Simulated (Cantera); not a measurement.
# Low-pressure radical oxidation in H2/O2

An isothermal, constant-pressure homogeneous reactor starts with H2 : O2 = 0.022 : 1 (molar parts), at 1223 K and 5.70 Torr.

Detailed kinetics in Cantera: the H2/O2 subset of GRI-Mech 3.0, which has no nitrogen chemistry. Radical loss at walls, strong at low pressure, is not modelled.

```json
[
 {"t (s)": "1.00e-6", "x H2": "0.0215", "x O2": "0.978", "x H2O2": "<1e-12", "x OH": "<1e-12", "x O": "<1e-12"},
 {"t (s)": "3.63e-6", "x H2": "0.0215", "x O2": "0.978", "x H2O2": "<1e-12", "x OH": "1.62e-12", "x O": "1.63e-12"},
 {"t (s)": "1.32e-5", "x H2": "0.0215", "x O2": "0.978", "x H2O2": "<1e-12", "x OH": "2.03e-11", "x O": "2.04e-11"},
 {"t (s)": "4.80e-5", "x H2": "0.0215", "x O2": "0.978", "x H2O2": "<1e-12", "x OH": "2.23e-10", "x O": "2.30e-10"},
 {"t (s)": "0.000174", "x H2": "0.0215", "x O2": "0.978", "x H2O2": "<1e-12", "x OH": "1.82e-9", "x O": "2.03e-9"},
 {"t (s)": "0.000634", "x H2": "0.0215", "x O2": "0.978", "x H2O2": "4.07e-12", "x OH": "1.40e-8", "x O": "1.84e-8"},
 {"t (s)": "0.00230", "x H2": "0.0215", "x O2": "0.978", "x H2O2": "5.29e-11", "x OH": "7.60e-7", "x O": "1.08e-6"},
 {"t (s)": "0.00837", "x H2": "0.00192", "x O2": "0.962", "x H2O2": "6.45e-8", "x OH": "0.00314", "x O": "0.0138"},
 {"t (s)": "0.0304", "x H2": "0.000171", "x O2": "0.961", "x H2O2": "2.15e-8", "x OH": "0.00169", "x O": "0.0162"},
 {"t (s)": "0.110", "x H2": "0.000133", "x O2": "0.965", "x H2O2": "2.13e-8", "x OH": "0.00150", "x O": "0.0124"},
 {"t (s)": "0.401", "x H2": "6.34e-5", "x O2": "0.972", "x H2O2": "1.94e-8", "x OH": "0.00104", "x O": "0.00574"},
 {"t (s)": "1.46", "x H2": "1.30e-5", "x O2": "0.977", "x H2O2": "1.27e-8", "x OH": "0.000472", "x O": "0.00116"},
 {"t (s)": "5.30", "x H2": "1.54e-6", "x O2": "0.978", "x H2O2": "4.67e-9", "x OH": "0.000163", "x O": "0.000137"},
 {"t (s)": "19.3", "x H2": "1.84e-7", "x O2": "0.978", "x H2O2": "1.11e-9", "x OH": "5.64e-5", "x O": "1.64e-5"},
 {"t (s)": "70.0", "x H2": "2.94e-8", "x O2": "0.978", "x H2O2": "2.44e-10", "x OH": "2.26e-5", "x O": "2.62e-6"}
]
```
x: mole fraction; the columns are a selection and need not sum to one.

Equilibrium at this temperature and pressure: H2 5.16e-9, O2 0.978, H2O2 5.50e-11, OH 9.47e-6, O 4.61e-7 (gas phase only).
